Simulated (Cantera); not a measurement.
Input: 1 mol HI, 0.16 mol H₂, equilibrated at 1.00 Torr.

Equilibrium computed with Cantera from the NASA thermochemical tables; the gas is ideal and each condensed phase is pure. Candidate condensed phases: I₂; 5 gas species. The numbers say what is thermodynamically allowed, not how fast it happens. All values below are at 2275 K.

Base state: I 0.561, H₂ 0.307, H 0.129, HI 0.00366 (mole fractions); condensed: gas only.

**Question.** What changes in the equilibrium state with this change: HI replaced by N₂O?

**Answer.** 
| species | before | after |
|---|---|---|
| N₂ | 0 | 0.593 |
| O₂ | 0 | 0.219 |
| H₂O | 0 | 0.0652 |
| I | 0.561 | 0 |
| H₂ | 0.307 | 0.00685 |
| O | 0 | 0.0549 |
| OH | 0 | 0.0285 |
| NO | 0 | 0.0132 |
| H | 0.129 | 0.0192 |
| HI | 0.00366 | 0 |
Further candidate phases: H₂O.
